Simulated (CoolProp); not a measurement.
Carbon monoxide at several states: fugacity coefficient from the reference equation and from simpler models built on Tc = 132.9 K, pc = 34.98 bar, ω = 0.050; each cubic takes its own stable root.

Computed with CoolProp (reference Helmholtz-energy equation of state, Lemmon 2006). It is a short technical equation, of lower accuracy than the large ones.

```
T (K)  p (bar)          phase  reference
-----  -------  -------------  ---------
334.4     54.1  supercritical     0.9999
459.4      133  supercritical      1.053
231.5     2.63            gas     0.9961
326.1      126  supercritical      1.004
123.8     3.69            gas     0.9571
470.2      196  supercritical      1.085
```

Task: How far does each simpler model (van der Waals, Redlich-Kwong, Soave-Redlich-Kwong, Peng-Robinson) lie from the reference over these 6 states: mean and median of the absolute difference, and the worst?

Result: 
- van der Waals: mean 2.8 %, median 3.0 %, worst -5.2 % at 326.1 K and 126 bar
- Redlich-Kwong: mean 1.4 %, median 1.5 %, worst -3.1 % at 470.2 K and 196 bar
- Soave-Redlich-Kwong: mean 0.9 %, median 1.0 %, worst +1.9 % at 326.1 K and 126 bar
- Peng-Robinson: mean 1.1 %, median 1.1 %, worst -1.9 % at 470.2 K and 196 bar
